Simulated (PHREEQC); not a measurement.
Solution (55 °C): 4.9 mmol/kgw CaSO4 and 83 mmol/kgw Na2HPO4. Closed to the air; pH follows from the charge balance.

Model: ion-association model, wateq4f.dat, run in PHREEQC.

Precipitation was switched off in this run.

Order these S species by the share of S that they hold, largest first: CaSO4, NaSO4-, SO4-2.

SO4-2 (80 %), NaSO4- (19 %), CaSO4 (0.70 %)

The pH is 8.21 and the ionic strength 0.235 mol/kgw. Examples of supersaturated solids here: Hydroxyapatite. Others may be too. H3PO4, which wateq4f.dat lacks, is added to it with the constant of phreeqc.dat. At this temperature some constants are extrapolated from 25 °C, and those without enthalpy data are left unchanged.
